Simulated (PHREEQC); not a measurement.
## Brine: speciation

Dissolve 4.1 mol K2CO3 and 0.0355 mol NaHCO3 per kg of water at 25 °C. Closed to the air; pH follows from the charge balance.

All values are PHREEQC results (Pitzer model, pitzer.dat), not measurements.

pH: 12.27
ionic strength: 12.3 mol/kgw
activity of water: 0.758
density: 1.315 g/cm³
osmotic coefficient: 1.243
total alkalinity: 8240 meq/kg

| species | molality | activity | log γ |
|---|---|---|---|
| K+ | 8.20 | 4.37 | -0.274 |
| CO3-2 | 4.10 | 1.30 | -0.500 |
| HCO3- | 0.0374 | 0.0152 | -0.390 |
| Na+ | 0.0355 | 0.00796 | -0.649 |
| OH- | 0.00189 | 0.0143 | 0.879 |
| CO2 | 1.02e-8 | 2.37e-8 | 0.366 |

No solid was allowed to form. Species that the database lacks are ignored. In brines, pH and single-ion activities rest on the MacInnes convention.
